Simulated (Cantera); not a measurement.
Feed: 1 mol B₂H₆, 1.4 mol O₂, 0.38 mol N₂, at 1252 °C and 13300 Pa.

These are equilibrium values from Cantera (NASA tables, ideal gas, pure condensed phases), not measurements of a reactor. Candidate condensed phases: B, BN, B₂O₃, B₃O₃H₃, H₂O; 39 gas species. The feed counts by its element totals alone. Mutual solubility and eutectic melting of coexisting phases are not modelled. Gases not in the tables: H₃BO₃. The numbers say what is thermodynamically allowed, not how fast it happens.

Base state: H₂ 0.900, N₂ 0.0935, HBO₂ 0.00331, H₂O 0.00161, HBO 0.00118, B₂O₃ 0.000269, H 6.15e-5, B₂O₂ 1.08e-5 (mole fractions); condensed: BN(s) + B₂O₃(l).

Question: What changes in the equilibrium state with this change: pressure from 13300 Pa to 2000 Pa?

Answer: 
```csv
species,before,after
H₂,0.900,0.893
N₂,0.0935,0.0934
HBO₂,0.00331,0.00620
HBO,0.00118,0.00416
B₂O₂,1.08e-5,0.000135
BO,2.02e-6,1.85e-5
B₂O₃,0.000269,0.00179
H,6.15e-5,0.000158
"BN(s), mol",0.139,0.137
"B₂O₃(l), mol",0.922,0.908
```
